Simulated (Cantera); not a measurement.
A perfectly stirred reactor is fed with 15.9 % H2, 17.6 % O2, 66.5 % N2, equivalence ratio 0.45, at 0.710 bar; it is adiabatic with a 523 K inlet, and is followed from long to short residence time, starting on the burning branch (τ in s: 0.19, 0.083, 0.037, 0.016, 0.0073, 0.0033, 0.0015, 0.00065, 0.00029, 0.00013, 5.8e-05, 2.6e-05, 1.1e-05).

Computed with Cantera and the H2/O2 subset of GRI-Mech 3.0, which has no nitrogen chemistry.

Question: Predict: blow-out, bracketed by the residence times tried; x(H2) at τ = 0.190 s; x(O2) at τ = 0.190 s; x(H) at τ = 0.190 s; x(O) at τ = 0.190 s; x(HO2) at τ = 0.190 s; x(H2) at τ = 1.50 ms; x(O2) at τ = 1.50 ms; x(H) at τ = 1.50 ms; x(O) at τ = 1.50 ms; x(HO2) at τ = 1.50 ms.

Answer: 
```
Property                                                                      Result
------------------------------------------------  ----------------------------------
blow-out, bracketed by the residence times tried  burning at 58.0 µs, out at 26.0 µs
x(H2) at τ = 0.190 s                                                        0.000138
x(O2) at τ = 0.190 s                                                           0.105
x(H) at τ = 0.190 s                                                          1.64e-5
x(O) at τ = 0.190 s                                                         0.000150
x(HO2) at τ = 0.190 s                                                        1.52e-6
x(H2) at τ = 1.50 ms                                                         0.00310
x(O2) at τ = 1.50 ms                                                           0.104
x(H) at τ = 1.50 ms                                                          0.00186
x(O) at τ = 1.50 ms                                                          0.00332
x(HO2) at τ = 1.50 ms                                                        1.97e-5
```
